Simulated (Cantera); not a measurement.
What does this Cantera script print?

```python
import numpy as np
import cantera as ct

gas = ct.Solution("gri30.yaml")
gas.TPX = 1225, 880000, {'CH4': 0.015, 'O2': 0.05, 'N2': 1}
reactor = ct.IdealGasConstPressureReactor(gas, energy="off", clone=False)
net = ct.ReactorNet([reactor])
net.rtol, net.atol = 1e-08, 1e-18
show = ['CH4', 'O2', 'CH2', 'CO', 'CH2O', 'C2H', 'H']
times = np.geomspace(0.0002, 6, 9)

steps = ct.SolutionArray(gas, extra=["t"])
rows = []
print(f"{'t/s':>10s}{'T/K':>9s}{'P/Pa':>11s}" + "".join(f"{s:>11s}" for s in show))
for t in times:
    while net.time < t:
        t_next = net.step()
        steps.append(gas.state, t=t_next)
    rows.append([np.interp(t, steps.t, y) for y in (steps.T, steps.P, *steps(*show).X.T)])
    print(f"{t:10.3e}{rows[-1][0]:9.1f}{rows[-1][1]:11.4g}" + "".join(f"{x:11.3e}" for x in rows[-1][2:]))
rate = np.gradient(steps.T, steps.t)
print("integrator steps:", len(steps.t))
if steps.T.max() > steps.T[0] + 200:
    print(f"time of steepest temperature rise: {steps.t[rate.argmax()]:.4e} s")
gas.TPX = 1225, 880000, {'CH4': 0.015, 'O2': 0.05, 'N2': 1}
gas.equilibrate("TP")
print(f"equilibrium (TP): T = {gas.T:.1f} K  " + "  ".join(f"{s} {gas[s].X[0]:.3e}" for s in show))
```

Output:

```
       t/s      T/K       P/Pa        CH4         O2        CH2         CO       CH2O        C2H          H
 2.000e-04   1225.0    8.8e+05  1.408e-02  4.695e-02  2.196e-15  7.026e-11  3.419e-08  1.735e-27  5.421e-11
 7.256e-04   1225.0    8.8e+05  1.408e-02  4.695e-02  8.799e-14  7.205e-09  8.140e-07  7.693e-24  3.438e-10
 2.632e-03   1225.0    8.8e+05  1.406e-02  4.693e-02  6.005e-13  6.975e-07  1.196e-05  1.070e-20  1.228e-09
 9.549e-03   1225.0    8.8e+05  1.381e-02  4.676e-02  6.716e-12  3.995e-05  1.090e-04  1.475e-17  1.015e-08
 3.464e-02   1225.0    8.8e+05  1.706e-09  2.006e-02  7.581e-15  2.602e-03  2.007e-10  1.995e-20  1.401e-07
 1.257e-01   1225.0    8.8e+05  3.430e-18  1.884e-02  3.775e-22  1.343e-04  1.532e-15  2.998e-23  3.311e-09
 4.559e-01   1225.0    8.8e+05  1.579e-20  1.878e-02  1.739e-24  4.559e-07  1.369e-20  1.589e-24  1.550e-11
 1.654e+00   1225.0    8.8e+05  2.060e-21  1.878e-02  3.532e-25  1.083e-09  1.028e-21  5.730e-26  4.079e-12
 6.000e+00   1225.0    8.8e+05  2.042e-21  1.878e-02  3.483e-25  1.083e-09  1.018e-21  5.521e-26  4.062e-12
integrator steps: 2302
equilibrium (TP): T = 1225.0 K  CH4 2.414e-36  O2 1.874e-02  CH2 1.861e-40  CO 1.084e-09  CH2O 6.812e-24  C2H 1.434e-56  H 4.064e-12
```

Model: GRI-Mech 3.0 (53 species, 325 reactions), integrated in Cantera. The temperature is held fixed by assumption; the heat of reaction is taken as removed at once.
